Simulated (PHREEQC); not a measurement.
PHREEQC input (ion-association model, wateq4f.dat):

```
SOLUTION_SPECIES
  PO4-3 + 3H+ = H3PO4  # constants of phreeqc.dat
    -log_k 21.721
    -delta_h -10.1 kJ
SOLUTION 1
  temp 25
  units mol/kgw
  pH 7 charge
  S(6) 0.018
  Na 0.036
END
SELECTED_OUTPUT 1
  -reset false
  -pH true
  -pe true
  -ionic_strength true
  -water true
  -totals Cl Na P Pb Rb S S(-2) S(6)
  -molalities H+ Cl- Na+ PO4-3 Pb+2 Rb+ SO4-2 HPO4-2 H2PO4- NaHPO4-
    NaSO4- HSO4- H2S HS- S-2 O2 OH- PbCl+ PbCl2 PbCl3-
    PbCl4-2 PbOH+ Pb(OH)2 Pb(OH)3- Pb2OH+3 PbSO4 Pb(HS)2 Pb(HS)3- Pb3(OH)4+2 Pb(OH)4-2
    Pb(SO4)2-2 H3PO4
  -equilibrium_phases Clpyromorphite Litharge Anglesite Cotunnite Laurionite Hxypyromorphite Larnakite Halite Mirabilite
PRINT
  -reset false
USE solution 1
REACTION 1
  RbCl 1
  0 0.0417 0.0833 0.125 0.167 0.208 0.25 0.292 0.333 0.375 0.417 0.458 0.5 moles
EQUILIBRIUM_PHASES 1
  Clpyromorphite 0 0.1
  Litharge 0 0
  Anglesite 0 0
  Cotunnite 0 0
  Laurionite 0 0
  Hxypyromorphite 0 0
  Larnakite 0 0
  Halite 0 0
  Mirabilite 0 0
  O2(g) -0.68 10
END
```

Selected output (columns that matter, 9 of 13 rows; RbCl added (mol) added in front):

```
RbCl added (mol)	pH	mu	Cl	P	Pb	Rb	m_H+	m_Cl-	m_Na+	m_Pb+2	m_Rb+	m_SO4-2	m_HPO4-2	m_H2PO4-
0	7.2472	0.05136	2.7191e-08	8.1573e-08	1.3595e-07	0	6.638e-08	2.7191e-08	0.03468	4.1452e-08	0	0.01668	5.3026e-08	2.6905e-08
0.0833	7.1155	0.13531	0.0833	1.9826e-08	3.3043e-08	0.0833	9.4267e-08	0.0833	0.035003	9.543e-09	0.0833	0.017003	1.2635e-08	6.8989e-09
0.125	7.1087	0.17717	0.125	2.1576e-08	3.596e-08	0.125	9.7044e-08	0.125	0.035086	9.501e-09	0.125	0.017086	1.4027e-08	7.2522e-09
0.167	7.1039	0.2193	0.167	2.3441e-08	3.9068e-08	0.167	9.9142e-08	0.167	0.035148	9.3664e-09	0.167	0.017148	1.5487e-08	7.6476e-09
0.25	7.098	0.30247	0.25	2.7191e-08	4.5318e-08	0.25	1.0204e-07	0.25	0.035235	8.9121e-09	0.25	0.017235	1.8417e-08	8.4463e-09
0.333	7.095	0.38559	0.333	3.0954e-08	5.1591e-08	0.333	1.0392e-07	0.333	0.035295	8.3151e-09	0.333	0.017295	2.137e-08	9.2328e-09
0.375	7.0942	0.42764	0.375	3.2865e-08	5.4775e-08	0.375	1.046e-07	0.375	0.035319	7.9854e-09	0.375	0.017319	2.2876e-08	9.6246e-09
0.417	7.0937	0.46968	0.417	3.4785e-08	5.7974e-08	0.417	1.0515e-07	0.417	0.03534	7.6465e-09	0.417	0.01734	2.4393e-08	1.0013e-08
0.5	7.0937	0.55275	0.5	3.8614e-08	6.4357e-08	0.5	1.059e-07	0.5	0.035374	6.9697e-09	0.5	0.017374	2.7437e-08	1.0772e-08
```

Complexes and solids missing from the database can't appear. H3PO4, which wateq4f.dat lacks, is added to it with the constant of phreeqc.dat. The database has no phosphate complexes of Pb.
